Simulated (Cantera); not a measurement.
An isothermal, constant-pressure homogeneous reactor starts with NO : N2 = 1 : 0.51 (molar parts), at 1525 K and 1.00 atm.

Cantera simulation using GRI-Mech 3.0 (53 species, 325 reactions); the numbers are that mechanism's predictions, not measurements.

### Question
Predict: x(NO) at 300 s; x(N2O) at 300 s; x(N2) at 300 s; x(NO2) at 300 s; x(O2) at 300 s.

### Answer
| Quantity | Result |
|---|---|
| x(NO) at 300 s | 0.103 (gas-phase equilibrium 0.00160) |
| x(N2O) at 300 s | 3.61e-6 (gas-phase equilibrium 9.04e-8) |
| x(N2) at 300 s | 0.617 (gas-phase equilibrium 0.668) |
| x(NO2) at 300 s | 0.000591 (gas-phase equilibrium 1.00e-5) |
| x(O2) at 300 s | 0.279 (gas-phase equilibrium 0.330) |
